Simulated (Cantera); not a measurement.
A closed system holds: 1 mol V, 0.066 mol O2, 4.6 mol H2, equilibrated at 2598.15 K and 0.133 bar.

These are equilibrium values from Cantera (NASA tables, ideal gas, pure condensed phases), not measurements of a reactor. Candidate condensed phases: H2O, V, VO, V2O3, V2O4, V2O5; 12 gas species. Each liquid is taken as pure. Mutual solubility and eutectic melting of coexisting phases are not modelled. VO: taken at fixed stoichiometry. Condensed phases not in the tables: N, O or C dissolved in the metal. Rates play no part.

Problem. What is the equilibrium state?

Solution. 
- x(H2): 0.877
- x(H): 0.0977
- x(V): 0.0140
- x(VO): 0.00845
- x(H2O): 0.00165
- x(VO2): 0.000851
- x(OH): 4.25e-5
- x(O): 3.07e-6
- n(V(l)): 0.811 mol
- n(VO(l)): 0.0732 mol
- gas amount: 4.958 mol
- log10 activity of V2O5(l) (absent): -11.55
